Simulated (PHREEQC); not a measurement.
Solution A (0.0006 mol/kgw PbCl2, 0.24 mol/kgw KBr and 3.7e-05 mol/kgw Cu(NO3)2) is mixed with solution B (0.012 mol ZnSO4 and 0.03 mol NiCl2 per kg of water) at 20 °C; shares are by mass of water, 1 kg in all. Oxygen alone is held at its pressure in air (log pO2 = -0.68). No CO2 enters from the air. Only these solids could form: Cu(OH)2, Brochantite, Antlerite, Atacamite, Cu2(OH)3NO3, Zn(OH)2-e, Zn4(OH)6SO4, Zn5(OH)8Cl2, Litharge, Anglesite, Cotunnite, Laurionite, PbBr2, Larnakite, Ni(OH)2, Ni4(OH)6SO4, Chalcanthite, Goslarite, Morenosite.

The series has 11 steps of share of solution B, from 0 to 1.

Computed with PHREEQC (ion-association model, wateq4f.dat).

Q: Which solids form, in which order, and at which step of the series does each first stand?

A: Anglesite from share of solution B = 0.3 (pH 5.84), last present at share of solution B = 0.9.
